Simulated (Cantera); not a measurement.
A Cantera script and its output.

```python
import numpy as np
import cantera as ct

gas = ct.Solution("gri30.yaml")
gas.TPX = 1575, 2200000, {'CH4': 1, 'H2O': 2.8}
reactor = ct.IdealGasConstPressureReactor(gas, energy="off", clone=False)
net = ct.ReactorNet([reactor])
net.rtol, net.atol = 1e-08, 1e-18
show = ['CH4', 'H2O', 'C2H', 'CH2O', 'O', 'CO', 'H2']
times = np.geomspace(3e-05, 3, 13)

steps = ct.SolutionArray(gas, extra=["t"])
rows = []
print(f"{'t/s':>10s}{'T/K':>9s}{'P/Pa':>11s}" + "".join(f"{s:>11s}" for s in show))
for t in times:
    while net.time < t:
        t_next = net.step()
        steps.append(gas.state, t=t_next)
    rows.append([np.interp(t, steps.t, y) for y in (steps.T, steps.P, *steps(*show).X.T)])
    print(f"{t:10.3e}{rows[-1][0]:9.1f}{rows[-1][1]:11.4g}" + "".join(f"{x:11.3e}" for x in rows[-1][2:]))
rate = np.gradient(steps.T, steps.t)
print("integrator steps:", len(steps.t))
if steps.T.max() > steps.T[0] + 200:
    print(f"time of steepest temperature rise: {steps.t[rate.argmax()]:.4e} s")
gas.TPX = 1575, 2200000, {'CH4': 1, 'H2O': 2.8}
gas.equilibrate("TP")
print(f"equilibrium (TP): T = {gas.T:.1f} K  " + "  ".join(f"{s} {gas[s].X[0]:.3e}" for s in show))
```

Output:

```
       t/s      T/K       P/Pa        CH4        H2O        C2H       CH2O          O         CO         H2
 3.000e-05   1575.0    2.2e+06  2.628e-01  7.368e-01  3.169e-15  3.069e-07  4.853e-12  2.893e-08  2.009e-04
 7.830e-05   1575.0    2.2e+06  2.621e-01  7.367e-01  5.208e-14  1.287e-06  6.240e-12  3.691e-07  5.703e-04
 2.044e-04   1575.0    2.2e+06  2.604e-01  7.365e-01  9.981e-13  5.345e-06  8.944e-12  4.811e-06  1.761e-03
 5.335e-04   1575.0    2.2e+06  2.555e-01  7.349e-01  1.782e-11  1.456e-05  1.152e-11  5.033e-05  6.021e-03
 1.392e-03   1575.0    2.2e+06  2.428e-01  7.288e-01  1.678e-10  1.658e-05  1.033e-11  2.585e-04  1.938e-02
 3.635e-03   1575.0    2.2e+06  2.163e-01  7.129e-01  6.997e-10  1.277e-05  7.114e-12  8.402e-04  5.095e-02
 9.487e-03   1575.0    2.2e+06  1.741e-01  6.860e-01  1.427e-09  9.036e-06  4.706e-12  2.546e-03  1.023e-01
 2.476e-02   1575.0    2.2e+06  1.310e-01  6.528e-01  1.940e-09  6.261e-06  4.027e-12  6.821e-03  1.585e-01
 6.463e-02   1575.0    2.2e+06  1.216e-01  6.157e-01  1.586e-09  4.524e-06  4.036e-12  1.475e-02  1.953e-01
 1.687e-01   1575.0    2.2e+06  1.239e-01  5.638e-01  8.195e-10  2.979e-06  3.821e-12  2.821e-02  2.365e-01
 4.403e-01   1575.0    2.2e+06  1.132e-01  5.000e-01  3.091e-10  1.781e-06  3.338e-12  4.994e-02  2.957e-01
 1.149e+00   1575.0    2.2e+06  8.760e-02  4.335e-01  8.772e-11  1.075e-06  2.650e-12  7.683e-02  3.664e-01
 3.000e+00   1575.0    2.2e+06  5.436e-02  3.711e-01  1.816e-11  7.716e-07  2.000e-12  1.046e-01  4.384e-01
integrator steps: 1561
equilibrium (TP): T = 1575.0 K  CH4 7.288e-05  H2O 2.841e-01  C2H 1.574e-17  CH2O 7.538e-07  O 1.268e-12  CO 1.460e-01  H2 5.434e-01
```

Computed with Cantera and GRI-Mech 3.0 (53 species, 325 reactions). The pressure lies above the range GRI-Mech 3.0 was tuned for (to about 10 atm).
